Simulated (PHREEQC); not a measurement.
**Spent oxide etchant (model solution)**

A solution holds 1.6 mmol/kgw NH4HF2, 3.9 mmol/kgw (NH4)2SiF6, 0.47 mmol/kgw H3PO4 and 15 mmol/kgw HCl, at 25 °C and 10 atm. Closed to the air; pH follows from the charge balance.

The numbers come from PHREEQC with the ion-association model, phreeqc.dat.

Each row changes one thing in this solution. No solid was allowed to form.

```json
[
 {"case": "as made", "pH": "1.93", "ionic strength (mol/kgw)": "0.0264", "HF (mol/kgw)": "0.00444", "SiF6-2 (mol/kgw)": "0.00364", "F- (mol/kgw)": "0.000299", "H4SiO4 (mol/kgw)": "0.000258", "SI of Chalcedony (SiO2)": "-0.03"},
 {"case": "0.0012 mol/kgw Na2HPO4 added", "pH": "1.99", "ionic strength (mol/kgw)": "0.0271", "HF (mol/kgw)": "0.00428", "SiF6-2 (mol/kgw)": "0.00366", "F- (mol/kgw)": "0.000334", "H4SiO4 (mol/kgw)": "0.000238", "SI of Chalcedony (SiO2)": "-0.07"},
 {"case": "H3PO4 left out", "pH": "1.94", "ionic strength (mol/kgw)": "0.0262", "HF (mol/kgw)": "0.00443", "SiF6-2 (mol/kgw)": "0.00364", "F- (mol/kgw)": "0.000302", "H4SiO4 (mol/kgw)": "0.000256", "SI of Chalcedony (SiO2)": "-0.04"},
 {"case": "temperature from 25 to 35 °C", "pH": "1.94", "ionic strength (mol/kgw)": "0.0259", "HF (mol/kgw)": "0.00554", "SiF6-2 (mol/kgw)": "0.00345", "F- (mol/kgw)": "0.000320", "H4SiO4 (mol/kgw)": "0.000446", "SI of Chalcedony (SiO2)": "+0.09"},
 {"case": "diluted 2-fold with water", "pH": "2.22", "ionic strength (mol/kgw)": "0.0129", "HF (mol/kgw)": "0.00309", "SiF6-2 (mol/kgw)": "0.00163", "F- (mol/kgw)": "0.000391", "H4SiO4 (mol/kgw)": "0.000315", "SI of Chalcedony (SiO2)": "+0.05"}
]
```

Species that the database lacks are ignored. Some of these states are supersaturated (in Quartz (slow to form), Chalcedony (slow to form), for instance). SiF6-2 is the database's only silicon fluoride.
